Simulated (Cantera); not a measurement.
## Ignition delay

Mixture: 8.03 % CH4, 0.546 % H2, 16.3 % O2, 61.5 % N2, 13.7 % CO2, equivalence ratio 1.0, at 50000 Pa, adiabatic and at constant volume. Ignition delay is the time to a rise of 400 K.

Model: GRI-Mech 3.0 (53 species, 325 reactions), integrated in Cantera.

| T0 (K) | delay (ms) |
|---|---|
| 1150 | 90.9 |
| 1200 | 47.6 |
| 1250 | 25.3 |
| 1300 | 13.8 |
| 1350 | 7.76 |
| 1400 | 4.51 |
| 1450 | 2.72 |

```
Property                                                Result
--------------------------------------------------  ----------
apparent activation energy between 1350 and 1450 K  170 kJ/mol
```
